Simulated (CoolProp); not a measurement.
Saturated liquid density (kg/m³) of R1336mzz(Z): the reference equation beside estimates from Tc = 444.5 K, pc = 2.904 MPa, ω = 0.386.

Model: reference Helmholtz-energy equation of state, McLinden 2020, in CoolProp.

| T (K) | reference | Redlich-Kwong | Soave-Redlich-Kwong | Peng-Robinson |
|---|---|---|---|---|
| 345.6 | 1231 | 970.3 | 1041 | 1180 |
| 354.8 | 1202 | 941.3 | 1012 | 1148 |
| 364.1 | 1171 | 910.3 | 980.0 | 1112 |
| 373.3 | 1138 | 877.8 | 946.2 | 1074 |
| 382.5 | 1104 | 842.9 | 909.4 | 1032 |
| 391.8 | 1066 | 805.0 | 868.6 | 985.4 |
| 401 | 1024 | 764.1 | 823.9 | 933.7 |
| 410.3 | 977.5 | 718.4 | 773.0 | 874.4 |
| 419.5 | 923.2 | 667.0 | 714.7 | 806.1 |

Absolute difference from the reference over all 9 rows, mean and median: Redlich-Kwong 24.0 and 23.7 %, Soave-Redlich-Kwong 18.2 and 17.6 %, Peng-Robinson 7.3 and 6.5 %.
